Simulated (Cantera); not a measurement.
Charge: 1 mol CH3Cl, 0.18 mol H2, at 1827 °C and 17000 Pa.

Cantera equilibrium calculation (NASA polynomials, part measured and part estimated; ideal gas, pure solids and liquids). Candidate condensed phases: C, C6H6, C7H8, C8H18; 91 gas species. Equilibrium is a limit: real reactors are often held back by kinetics, nucleation or transport.

Base state: H2 0.537, HCl 0.453, H 0.00554, Cl 0.00344, C2H2 (acetylene) 0.000776, CH4 1.62e-5 (mole fractions); condensed: C(graphite).

Question: What changes in the equilibrium state with this change: temperature from 1827 °C to 3002 °C?

Answer: 
```
species             before     after
----------------  --------  --------
H                  0.00554     0.390
H2                   0.537     0.221
Cl                 0.00344     0.169
HCl                  0.453     0.142
C3                 1.70e-9    0.0266
C2H                2.07e-7    0.0124
C2H2 (acetylene)  0.000776    0.0285
C2                   <1e-9   0.00286
C                  1.39e-9   0.00327
C5                   <1e-9   0.00105
C4                   <1e-9  0.000186
CH                 1.59e-9  0.000188
C(graphite), mol     0.997     0.407
```
The tables' values for CCl are old estimates; treat these amounts as uncertain.

Question: What changes in the equilibrium state with this change: temperature from 1827 °C to 475 °C?

Answer: 
```tsv
species	before	after
HCl	0.453	0.501
H2	0.537	0.406
CH4	1.62e-5	0.0928
H	0.00554	<1e-9
Cl	0.00344	<1e-9
C(graphite), mol	0.997	0.815
```
